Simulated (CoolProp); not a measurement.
Properties of the fluoroketone C6F12O (FK-5-1-12) at several states (Tc = 168.7 °C, pc = 18.69 bar, ω = 0.471).

Values from CoolProp's reference Helmholtz-energy equation of state, McLinden 2015.

| T (°C) | p (bar) | phase | Joule-Thomson coefficient (K/MPa) | expansivity (1/kK) | fugacity coefficient |
|---|---|---|---|---|---|
| 178.25 | 18.7 | supercritical | ? | 20.02 | ? |
| -26.95 | 0.91 | liquid | ? | ? | ? |
| -30.65 | 1.97 | liquid | ? | ? | 0.009828 |
| 173.25 | 0.812 | gas | ? | 2.365 | 0.9854 |

**Question.** Fill in the missing entries.

**Answer.** 
- 178.25, Joule-Thomson coefficient (K/MPa): 18.28
- 178.25, fugacity coefficient: 0.6907
- -26.95, Joule-Thomson coefficient (K/MPa): -0.3229
- -26.95, expansivity (1/kK): 1.559
- -26.95, fugacity coefficient: 0.02727
- -30.65, Joule-Thomson coefficient (K/MPa): -0.3258
- -30.65, expansivity (1/kK): 1.543
- 173.25, Joule-Thomson coefficient (K/MPa): 7.857
